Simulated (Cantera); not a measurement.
Input: 1 mol B2O3, 4.1 mol NH3, 0.5 mol N2, at 977 °C and 1330 Pa.

Cantera equilibrium calculation (NASA polynomials, part measured and part estimated; ideal gas, pure solids and liquids). Candidate condensed phases: B, BN, B2O3, B3O3H3, H2O; 39 gas species. Mutual solubility and eutectic melting of coexisting phases are not modelled. The numbers say what is thermodynamically allowed, not how fast it happens.

Base state: H2 0.706, N2 0.293, H2O 0.000968, HBO2 0.000443, HBO 2.73e-5 (mole fractions); condensed: BN(s) + B2O3(l).

Problem. What changes in the equilibrium state with this change: temperature from 977 °C to 1227 °C?

Solution. 
```
species         before     after
------------  --------  --------
H2               0.706     0.698
N2               0.293     0.291
HBO2          0.000443   0.00613
HBO            2.73e-5   0.00274
B2O2           1.78e-8   8.01e-5
BO             5.39e-9   1.30e-5
B2O3           3.31e-6   0.00163
H              3.52e-6  0.000127
BN(s), mol     0.00682    0.0144
B2O3(l), mol     0.995     0.939
```
